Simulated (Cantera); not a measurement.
Source: NASA polynomial tables (part measured, part estimated), evaluated in Cantera. Values are per mole of reaction as written; species without (g) are pure solids or liquids, kept so even where they would boil at 1 bar.

P4(g) + 12 OH(g) = 4 PH3(g) + 6 O2(g), with ΔH° = -509.6 kJ and ΔS° = -413.5 J/K at 300 K.

Problem. How far is the shortcut ΔG° ≈ ΔH°(300 K) − T·ΔS°(300 K) from the full temperature-dependent value at 1375, 1425, 1475, 1525, 1575, 1625, 1675 K?

Solution. 
| T (K) | shortcut (kJ) | full (kJ) | difference (kJ) | difference in log10 K |
|---|---|---|---|---|
| 1375 | 58.9 | 109.4 | -50.5 | 1.92 |
| 1425 | 79.6 | 132.4 | -52.8 | 1.93 |
| 1475 | 100.3 | 155.3 | -55.0 | 1.95 |
| 1525 | 120.9 | 178.2 | -57.3 | 1.96 |
| 1575 | 141.6 | 201.0 | -59.4 | 1.97 |
| 1625 | 162.3 | 223.8 | -61.5 | 1.98 |
| 1675 | 183.0 | 246.6 | -63.6 | 1.98 |
The shortcut ignores the heat-capacity change of the reaction.
